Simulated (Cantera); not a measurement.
A closed system holds: 1 mol HF, 0.84 mol H₂O, 13 mol H₂, at 40.0 Pa.

Cantera equilibrium calculation (NASA polynomials, part measured and part estimated; ideal gas, pure solids and liquids). Candidate condensed phases: H₂O; 37 gas species. Ions and electrons are included (thermal ionisation). Equilibrium is a limit: real reactors are often held back by kinetics, nucleation or transport.

x: gas mole fraction; nothing condenses.

```json
[
 {"T (°C)": "1727", "x H": "0.0731", "x H₂": "0.808", "x HF": "0.0649", "x H₂O": "0.0540", "x F": "2.41e-6", "x O": "3.23e-5", "x OH": "0.000488"},
 {"T (°C)": "2227", "x H": "0.651", "x H₂": "0.268", "x HF": "0.0441", "x H₂O": "0.0159", "x F": "0.000224", "x O": "0.0128", "x OH": "0.00798"},
 {"T (°C)": "2727", "x H": "0.924", "x H₂": "[?]", "x HF": "[?]", "x H₂O": "[?]", "x F": "[?]", "x O": "0.0278", "x OH": "[?]"},
 {"T (°C)": "3227", "x H": "0.938", "x H₂": "[?]", "x HF": "[?]", "x H₂O": "[?]", "x F": "0.0304", "x O": "0.0276", "x OH": "[?]"},
 {"T (°C)": "3727", "x H": "0.940", "x H₂": "0.000139", "x HF": "0.000199", "x H₂O": "1.83e-9", "x F": "0.0326", "x O": "0.0275", "x OH": "7.25e-6"},
 {"T (°C)": "4227", "x H": "0.940", "x H₂": "2.95e-5", "x HF": "2.69e-5", "x H₂O": "7.10e-11", "x F": "0.0327", "x O": "0.0275", "x OH": "1.58e-6"},
 {"T (°C)": "4727", "x H": "0.939", "x H₂": "8.53e-6", "x HF": "5.36e-6", "x H₂O": "5.24e-12", "x F": "0.0328", "x O": "0.0275", "x OH": "4.66e-7"}
]
```

**Question.** Complete the blanks.

**Answer.** 
- 2727, x H₂: 0.0137
- 2727, x HF: 0.0240
- 2727, x H₂O: 3.00e-5
- 2727, x F: 0.0100
- 2727, x OH: 0.000673
- 3227, x H₂: 0.00101
- 3227, x HF: 0.00243
- 3227, x H₂O: 1.19e-7
- 3227, x OH: 5.09e-5
